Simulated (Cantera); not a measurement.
What does this Cantera script print?

```python
import numpy as np
import cantera as ct

gas_names = """
    B BH BH2 BH3 BN B2 H H2 N NH NH2 NH3 N2 N2H2 N2H4
""".split()
cond_names = """
    B(b) B(L) BN(s)
""".split()


def load(file, names, dense=False):
    # The tables refer to 1 bar. Condensed volumes are neglected.
    table = {s.name: s for s in ct.Species.list_from_file(file)}
    out = []
    for n in names:
        d = dict(table[n].input_data)
        d["thermo"] = dict(d["thermo"], **{"reference-pressure": 1e5})
        if dense:
            d["equation-of-state"] = {"model": "constant-volume", "density": "1e6 g/cm^3"}
        out.append(ct.Species.from_dict(d))
    return out


gas = ct.Solution(thermo="ideal-gas", species=load("nasa_gas.yaml", gas_names))
cond = {s.name: ct.Solution(thermo="fixed-stoichiometry", species=[s], name=s.name)
        for s in load("nasa_condensed.yaml", cond_names, dense=True)}
atoms = {
    'borazine': {'B': 3, 'N': 3, 'H': 6},
    'NH3': {'N': 1, 'H': 3},
    'N2': {'N': 2},
}
top_T = {'BN(s)': 3200}  # K; cautious upper limits of use, not melting points


def equilibrate(T, P, feed):
    n = {}
    for name, mol in feed.items():
        for a, k in atoms[name].items():
            n[a] = n.get(a, 0.0) + k * mol
    gas.TPX = T, P, n
    mass = sum(n.values()) * gas.mean_molecular_weight
    gas.equilibrate("TP")
    valid = [c for c in cond.values() if c.min_temp <= T <= top_T.get(c.name, c.max_temp)]
    mix = ct.Mixture([(gas, mass / gas.mean_molecular_weight)] + [(c, 0.0) for c in valid])
    mix.T, mix.P = T, P
    mix.equilibrate("TP", solver="vcs", rtol=1e-11, max_steps=5000)
    return mix


results = []
feed = {'borazine': 1, 'NH3': 0.87, 'N2': 0.14}  # mol
T = 1975  # K
P = 230  # Pa
mix = equilibrate(T, P, feed)
results.append((T, P, feed, dict(zip(mix.species_names, mix.species_moles))))
x = sorted(zip(gas.X, gas.species_names), reverse=True)
print(f"T = {T:g} K  P = {P:g} Pa  gas = {mix.phase_moles(0):.4g} mol")
print("   x: " + "  ".join(f"{s} {v:.3e}" for v, s in x if v > 1e-05))
print("   condensed (mol): " + ("  ".join(f"{mix.phase(i).name} {mix.phase_moles(i):.4g}"
      for i in range(1, mix.n_phases) if mix.phase_moles(i) > 1e-12) or "none"))
```

Output:

```
T = 1975 K  P = 230 Pa  gas = 4.946 mol
   x: H2 8.570e-01  N2 1.164e-01  H 2.641e-02  BH2 1.904e-04  B 2.087e-05
   condensed (mol): BN(s) 2.999
```

Method: chemical equilibrium by Gibbs-energy minimisation in Cantera with the NASA 1993 tables (ideal gas, pure condensed phases). The feed counts by its element totals alone. The tables' values for BH2 are old estimates; treat these amounts as uncertain.
